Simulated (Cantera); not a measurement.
A closed system holds: 1 mol Al(CH3)3, 0.23 mol O2, 280 mol N2, held at 10000 Pa.

Cantera equilibrium calculation (NASA polynomials, part measured and part estimated; ideal gas, pure solids and liquids). Candidate condensed phases: Al, AlN, Al2O3, C, C6H6, C7H8, C8H18, H2O; 148 gas species. The feed counts by its element totals alone. Mutual solubility and eutectic melting of coexisting phases are not modelled. The numbers say what is thermodynamically allowed, not how fast it happens.

x: gas mole fraction; n: condensed amount in mol.

```csv
T (°C),x N2,x H2,x CO,x CH4,x HCN,x NH3,x H,n AlN(s),n Al2O3(s),n C(graphite)
400,0.985,0.0151,7.12e-12,0.000350,2.56e-10,2.49e-6,<1e-12,0.693,0.153,2.90
500,0.984,0.0157,…,…,…,…,<1e-12,0.693,0.153,2.99
600,0.984,0.0158,…,…,…,…,…,0.693,0.153,3.00
700,0.984,0.0158,2.90e-6,3.22e-6,4.15e-7,1.38e-7,4.30e-10,0.694,0.153,3.00
800,0.984,0.0158,4.23e-5,1.15e-6,1.92e-6,7.32e-8,5.57e-9,0.701,0.149,2.99
900,0.984,0.0158,0.000388,4.87e-7,6.85e-6,4.29e-8,4.69e-8,0.767,0.117,2.89
1000,0.983,0.0158,0.00162,2.35e-7,1.99e-5,2.73e-8,2.84e-7,1.00,0,2.53
1100,0.983,0.0158,0.00162,1.26e-7,4.94e-5,1.85e-8,1.32e-6,1.00,0,2.53
```

### Question
What belongs in the gaps?

### Answer

- 500, x CO: 1.63e-9
- 500, x CH4: 5.24e-5
- 500, x HCN: 5.78e-9
- 500, x NH3: 7.75e-7
- 600, x CO: 1.06e-7
- 600, x CH4: 1.12e-5
- 600, x HCN: 6.28e-8
- 600, x NH3: 2.99e-7
- 600, x H: 1.86e-11
